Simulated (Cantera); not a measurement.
**Premixed flame**

A freely propagating, adiabatic, planar premixed flame of 49.2 % H2, 10.7 % O2, 40.2 % N2, unburnt at 700 K and 97.5 Torr; mixture-averaged transport, grid criteria slope 0.08 and curve 0.16, no radiation.

Detailed kinetics in Cantera: the H2/O2 subset of GRI-Mech 3.0, which has no nitrogen chemistry. Burning velocities carry a grid error of a few per cent, more on coarse grids.

```csv
z (mm),T (K),u (m/s),x H2,x O2,x H2O,x H,x O,x OH
-21.2,700,9.09,0.492,0.107,<1e-8,<1e-8,<1e-8,<1e-8
-14.1,700,9.09,0.492,0.107,<1e-8,<1e-8,<1e-8,<1e-8
-10.6,700,9.09,0.492,0.107,<1e-8,<1e-8,<1e-8,<1e-8
-7.05,700,9.09,0.492,0.107,2.24e-7,1.58e-6,2.09e-8,<1e-8
-3.53,708,9.18,0.490,0.106,0.000621,0.000863,1.44e-5,1.43e-5
-1.76,794,10.2,0.467,0.103,0.0102,0.0136,0.000321,0.000166
0,1111,14.0,0.322,0.0544,0.110,0.0954,0.00414,0.00183
1.76,1334,16.7,0.225,0.00385,0.210,0.140,0.00209,0.00240
3.53,1415,17.6,0.225,0.000840,0.217,0.134,0.00150,0.00273
7.05,1515,18.7,0.234,0.000631,0.219,0.119,0.00146,0.00334
14.1,1633,20.0,0.246,0.000548,0.220,0.102,0.00135,0.00394
28.2,1760,21.3,0.258,0.000424,0.223,0.0836,0.00110,0.00433
56.4,1886,22.6,0.269,0.000289,0.226,0.0649,0.000787,0.00433
```
x: mole fraction of selected species; z is measured from the peak of heat release.

```yaml
laminar_burning_velocity: 909 cm/s
thermal_thickness: 7.05 mm
peak x(H): 0.140
peak x(O): 0.00447
peak x(OH): 0.00439
grid_points: 142
```
